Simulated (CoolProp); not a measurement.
The numbers come from the reference Helmholtz-energy equation of state, Outcalt 1996 in CoolProp. It is a modified Benedict-Webb-Rubin equation, recast in Helmholtz form.

Question: Give the vapour pressure (bar), vapour Z, vapour viscosity (µPa s) of saturated R152A at 276.7 K.

Answer: 
```tsv
T (K)	p (bar)	vapour Z	vapour viscosity (µPa s)
276.7	2.99	0.911	10.3
```

Viscosity comes from a separate model (Bell 2016), an estimate that may be off by 10 % or more.
